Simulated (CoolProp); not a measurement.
Properties of sulfur dioxide along the isotherm 216.85 °C.

Computed with CoolProp (reference Helmholtz-energy equation of state, Gao 2016).

| p (MPa) | phase | speed of sound (m/s) | Joule-Thomson coefficient (K/MPa) |
|---|---|---|---|
| 0.111 | gas | 277.9 | 8.903 |
| 0.167 | gas | 277.7 | 8.903 |
| 0.252 | gas | 277.3 | 8.904 |
| 0.38 | gas | 276.7 | 8.904 |
| 0.573 | gas | 275.9 | 8.905 |
| 0.865 | gas | 274.5 | 8.904 |
| 1.3 | gas | 272.6 | 8.902 |
| 1.97 | gas | 269.5 | 8.894 |
| 2.97 | gas | 264.9 | 8.869 |
| 4.48 | gas | 257.9 | 8.791 |
| 6.76 | gas | 247.5 | 8.540 |
| 10.2 | supercritical | 234.2 | 7.650 |
| 15.4 | supercritical | 243.2 | 4.576 |
| 23.2 | supercritical | 356.3 | 1.585 |
| 35 | supercritical | 488.0 | 0.5749 |
